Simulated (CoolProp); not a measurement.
C2F6 (R116) along the isotherm -0.95 °C: Z from the reference equation and from simpler models built on Tc = 19.9 °C, pc = 3.048 MPa, ω = 0.257; each cubic takes its own stable root.

Values from CoolProp's reference Helmholtz-energy equation of state, Lemmon 2006. It is a short technical equation, of lower accuracy than the large ones.

```csv
p (MPa),phase,reference,Redlich-Kwong,Peng-Robinson
0.571,gas,…,…,0.9058
1.14,gas,0.8110,0.8194,0.7973
1.71,gas,0.6700,0.6958,0.6577
2.29,liquid,0.1202,0.1440,0.1211
2.86,liquid,…,0.1729,0.1471
3.43,liquid,0.1749,…,0.1724
4,liquid,0.2016,0.2290,0.1971
4.57,liquid,0.2280,0.2562,0.2214
```

**Question.** Complete the blanks.

**Answer.** 
- 0.571, reference: 0.9141
- 0.571, Redlich-Kwong: 0.9163
- 2.86, reference: 0.1478
- 3.43, Redlich-Kwong: 0.2012
